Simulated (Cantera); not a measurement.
A perfectly stirred reactor is fed with H2 : O2 = 0.095 : 1 (molar parts), equivalence ratio 0.048, at 29.3 Torr; it is held at 950 K, and followed from long to short residence time.

Detailed kinetics in Cantera: the H2/O2 subset of GRI-Mech 3.0, which has no nitrogen chemistry. Radical loss at walls, strong at low pressure, is not modelled. The temperature is held fixed by assumption; the heat of reaction is taken as removed at once.

Question: What does this change do: H2 0.095 to 0.85 parts?

Answer: 
| quantity | before | after |
|---|---|---|
| x(H2) at τ = 0.970 s | 0.000867 | 0.00466 |
| x(O2) at τ = 0.970 s | 0.909 | 0.405 |
| x(HO2) at τ = 0.970 s | 8.79e-6 | 3.84e-5 |
| x(O) at τ = 0.970 s | 0.000269 | 0.000207 |
| x(H2O2) at τ = 0.970 s | 4.26e-7 | 3.02e-6 |
| x(H2) at τ = 38.0 ms | 0.00497 | 0.0256 |
| x(O2) at τ = 38.0 ms | 0.907 | 0.410 |
| x(HO2) at τ = 38.0 ms | 2.34e-5 | 6.50e-5 |
| x(O) at τ = 38.0 ms | 0.00164 | 0.00148 |
| x(H2O2) at τ = 38.0 ms | 9.01e-7 | 3.03e-6 |
